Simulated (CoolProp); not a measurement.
CH3F (R41) along the isotherm 159.8 K: Z from the reference equation and from simpler models built on Tc = 317.3 K, pc = 5.906 MPa, ω = 0.200; each cubic takes its own stable root.

The numbers come from the reference Helmholtz-energy equation of state, Lemmon 2006 in CoolProp. It is a short technical equation, of lower accuracy than the large ones.

| p (MPa) | phase | reference |
|---|---|---|
| 0.0467 | liquid | 0.001258 |
| 0.0788 | liquid | 0.002123 |
| 0.133 | liquid | 0.003584 |
| 0.224 | liquid | 0.006035 |
| 0.379 | liquid | 0.01021 |
| 0.639 | liquid | 0.01721 |
| 1.08 | liquid | 0.02907 |
| 1.82 | liquid | 0.04896 |
| 3.07 | liquid | 0.08249 |
| 5.18 | liquid | 0.1389 |
| 8.75 | liquid | 0.2339 |
| 14.8 | liquid | 0.3935 |

Problem. How far does each simpler model (van der Waals, Redlich-Kwong, Peng-Robinson) lie from the reference over these 12 states: mean and median of the absolute difference, and the worst?

Solution. 
- van der Waals: mean 12690.3 %, median 90.5 %, worst +78493.0 % at 159.8 K and 0.0467 MPa
- Redlich-Kwong: mean 28.4 %, median 28.4 %, worst +28.5 % at 159.8 K and 0.0467 MPa
- Peng-Robinson: mean 12.6 %, median 12.6 %, worst +12.9 % at 159.8 K and 14.8 MPa

At some of these states van der Waals gives the other phase, because its saturation line lies elsewhere.
